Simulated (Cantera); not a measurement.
Catalytic combustion on Pt

An isothermal plug-flow reactor at 873 K and 3680 Torr (inlet), inlet velocity 0.12 m/s, active area per volume 110 1/m; feed CO : O₂ : N₂ = 0.023 : 0.16 : 0.79 (molar parts), equivalence ratio 0.072.

Computed with Cantera and Deutschmann's 1995 Pt surface mechanism with GRI-Mech 3.0 gas chemistry. Catalytic surfaces can have several steady states; this one follows from the mechanism file's or the stated starting coverage. Mass transfer to the wall is taken as infinitely fast.

| z (m) | x CO | x O₂ | x H₂O | x CO₂ | θ free Pt | θ O* | θ CO* |
|---|---|---|---|---|---|---|---|
| 3.8e-05 | 0.0216 | 0.164 | <1e-12 | 0.00206 | 0.147 | 0.0366 | 0.816 |
| 6.4e-05 | 0.0201 | 0.163 | <1e-12 | 0.00363 | 0.155 | 0.0412 | 0.804 |
| 0.00011 | 0.0168 | 0.162 | <1e-12 | 0.00695 | 0.178 | 0.0560 | 0.766 |
| 0.00018 | 0.00825 | 0.158 | <1e-12 | 0.0156 | 0.119 | 0.859 | 0.0214 |
| 0.0003 | 0.00656 | 0.157 | <1e-12 | 0.0173 | 0.0655 | 0.930 | 0.00476 |
| 0.00049 | 0.00536 | 0.157 | <1e-12 | 0.0185 | 0.0549 | 0.942 | 0.00269 |
| 0.00082 | 0.00412 | 0.156 | <1e-12 | 0.0197 | 0.0483 | 0.950 | 0.00159 |
| 0.0014 | 0.00285 | 0.156 | <1e-12 | 0.0210 | 0.0437 | 0.955 | 0.000896 |
| 0.0023 | 0.00176 | 0.155 | <1e-12 | 0.0221 | 0.0407 | 0.959 | 0.000477 |
| 0.0038 | 0.000858 | 0.155 | <1e-12 | 0.0231 | 0.0387 | 0.961 | 0.000210 |
x: gas mole fraction; θ: surface coverage.
